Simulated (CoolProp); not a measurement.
CHF3 (R23) along the isobar 0.584 MPa: Z from the reference equation and from simpler models built on Tc = 26.1 °C, pc = 4.832 MPa, ω = 0.263; each cubic takes its own stable root.

Model: reference Helmholtz-energy equation of state, Penoncello 2003, in CoolProp.

| T (°C) | phase | reference |
|---|---|---|
| 3.45 | gas | 0.9400 |
| 21.35 | gas | 0.9523 |
| 39.25 | gas | 0.9614 |
| 57.15 | gas | 0.9684 |
| 75.05 | gas | 0.9740 |
| 92.95 | gas | 0.9784 |
| 110.85 | gas | 0.9820 |
| 128.75 | gas | 0.9849 |
| 146.65 | gas | 0.9873 |
| 164.55 | gas | 0.9894 |
| 182.45 | gas | 0.9911 |

### Question
How far does each simpler model (Pitzer virial, Soave-Redlich-Kwong) lie from the reference over these 11 states: mean and median of the absolute difference, and the worst?

### Answer
- Pitzer virial: mean 0.2 %, median 0.1 %, worst +0.5 % at 3.45 °C and 0.584 MPa
- Soave-Redlich-Kwong: mean 0.2 %, median 0.2 %, worst +0.5 % at 3.45 °C and 0.584 MPa
